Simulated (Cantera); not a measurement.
An isothermal, constant-pressure homogeneous reactor starts with H₂ : O₂ : N₂ = 1.4 : 1 : 3.5 (molar parts), at 1023 K and 0.365 atm.

Model: the H2/O2 subset of GRI-Mech 3.0, which has no nitrogen chemistry, integrated in Cantera. The temperature is held fixed by assumption; the heat of reaction is taken as removed at once.

One state of this run: x H₂ = 0.00119; x O₂ = 0.0582; x O = 2.55e-6; x H₂O = 0.268; x H₂O₂ = 7.13e-6; x HO₂ = 1.74e-5. x: mole fraction; the columns are a selection and need not sum to one.

### Question
Which value of t (s) does it belong to?
A) 1.19
B) 0.0109
C) 0.0352
D) 0.000100

### Answer
B, 0.0109
